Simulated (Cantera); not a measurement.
## Thermodynamics of iron carbonyl, mercury and lead vapours, feed Pb + H2

Input: 1 mol Pb, 0.11 mol H2, at 10.0 mbar.

These are equilibrium values from Cantera (NASA tables, ideal gas, pure condensed phases), not measurements of a reactor. Candidate condensed phases: Pb; 4 gas species. Rates play no part.

From 202 °C to 277 °C the condensed part is Pb(s). From 352 °C to 1027 °C the condensed part is Pb(l).

| T (°C) | x H2 | x Pb | x Pb2 | x H | n Pb(s) | n Pb(l) |
|---|---|---|---|---|---|---|
| 202 | 1.00 | <1e-12 | <1e-12 | <1e-12 | 1.00 | 0 |
| 277 | 1.00 | 1.53e-11 | <1e-12 | <1e-12 | 1.00 | 0 |
| 352 | 1.00 | 2.33e-9 | <1e-12 | <1e-12 | 0 | 1.00 |
| 427 | 1.00 | 1.11e-7 | <1e-12 | <1e-12 | 0 | 1.00 |
| 502 | 1.000 | 2.49e-6 | <1e-12 | 9.92e-12 | 0 | 1.00 |
| 577 | 1.000 | 3.18e-5 | 7.03e-12 | 2.05e-10 | 0 | 1.000 |
| 652 | 1.000 | 0.000267 | 2.49e-10 | 2.60e-9 | 0 | 1.000 |
| 727 | 0.998 | 0.00162 | 5.10e-9 | 2.27e-8 | 0 | 1.000 |
| 802 | 0.992 | 0.00759 | 6.76e-8 | 1.46e-7 | 0 | 0.999 |
| 877 | 0.971 | 0.0290 | 6.33e-7 | 7.35e-7 | 0 | 0.997 |
| 952 | 0.907 | 0.0935 | 4.47e-6 | 2.97e-6 | 0 | 0.989 |
| 1027 | 0.738 | 0.262 | 2.50e-5 | 9.50e-6 | 0 | 0.961 |
x: gas mole fraction; n: condensed amount in mol.
